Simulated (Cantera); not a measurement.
Input (Python, Cantera) and output of one run.

```python
import numpy as np
import cantera as ct

gas_names = [...]  # 110 gases of nasa_gas.yaml made of C, H, N
cond_names = """
    C(gr) C6H6(L) C7H8(L) C8H18(L),n-octa
""".split()


# ... load() reads the species with a 1 bar reference pressure and builds the phases ...
atoms = {
    'CH4': {'C': 1, 'H': 4},
    'H2': {'H': 2},
    'N2': {'N': 2},
}
top_T = {'C(gr)': 4500}  # K; cautious upper limits of use, not melting points


# ... equilibrate(T, P, feed) seeds the gas with the atoms and calls Mixture.equilibrate('TP', solver="vcs", rtol=1e-11, max_steps=5000) ...
results = []
feed = {'CH4': 1, 'H2': 1.4, 'N2': 0.36}  # mol
P = 1333.22  # Pa
for T in [2000, 2500, 3000, 3500, 4000, 4500, 5000]:
    mix = equilibrate(T, P, feed)
    results.append((T, P, feed, dict(zip(mix.species_names, mix.species_moles))))

top = {s: max(r[3][s] / sum(r[3][g] for g in gas_names) for r in results) for s in gas_names}
cols = sorted((s for s in top if top[s] > 0.001), key=lambda s: -top[s])[:8]
seen = [c for c in cond_names if any(r[3].get(c, 0) > 1e-12 for r in results)]
print("log10 of partial pressures in bar; condensed amounts in mol")
print(f"{'T/K':>10s}" + "".join(f"{s[:9]:>10s}" for s in cols + seen))
for T, P, feed, n in results:
    ng = sum(n[g] for g in gas_names)
    print(f"{T:10.4g}" + "".join(f"{np.log10(max(n[s] / ng * P / 1e5, 1e-99)):10.3f}" for s in cols)
          + "".join(f"{n.get(c, 0):10.4g}" for c in seen))
```

It prints:

```
log10 of partial pressures in bar; condensed amounts in mol
       T/K        H2         H         C        N2         N        C3       HCN C2H2,acet     C(gr)
      2000    -1.926    -3.752   -10.517    -2.907   -10.498   -10.557    -4.248    -5.041    0.9779
      2500    -2.023    -2.611    -6.779    -2.986    -8.027    -6.304    -3.654    -3.988    0.8558
      3000    -2.524    -2.064    -4.295    -3.212    -6.462    -3.506    -3.567    -3.730   0.08846
      3500    -3.439    -1.949    -3.236    -3.277    -5.293    -3.661    -4.447    -5.525         0
      4000    -4.311    -1.953    -2.856    -3.290    -4.396    -5.024    -5.594    -7.880         0
      4500    -4.991    -1.957    -2.807    -3.334    -3.713    -6.828    -6.750   -10.204         0
      5000    -5.543    -1.963    -2.803    -3.543    -3.251    -8.373    -7.799   -12.136         0
```

Equilibrium computed with Cantera from the NASA thermochemical tables; the gas is ideal and each condensed phase is pure.
